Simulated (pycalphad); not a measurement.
Computed with pycalphad from the COST 507 light-alloy database (1999), at 1 atm. The data set is of 1999 and partly superseded. Phase fractions are per mole of atoms.

Question: Give the equilibrium state of Mg-1.78Al-7.13Si (at.%) at 800 K.

Answer: hcp, fraction 0.786, with 2.3 Al, <0.01 Si at.%; MG2SI, fraction 0.214, with no Al, 33.3 Si at.%.

Question: Give the equilibrium state of Mg-1.78Al-7.13Si (at.%) at 1000 K.

Answer: 
```
T = 1000.00 K, P = 101325 Pa, N = 1 mol of atoms
G = -50558 J/mol, H = 23879 J/mol, S = 74.44 J/(mol K)  (SER reference)
chemical potentials (J/mol): Mg -47583, Al -76232, Si -82153
phase             fraction      x(Mg)      x(Al)      x(Si)
LIQUID              0.8712     0.9470     0.0204     0.0326
MG2SI               0.1288     0.6667       none     0.3333
```

Database names, with the compositions (at.%) that they take in these runs: MG2SI: Mg 67 Si 33. An entry "none" or "no" means that the model of the phase leaves that element out.
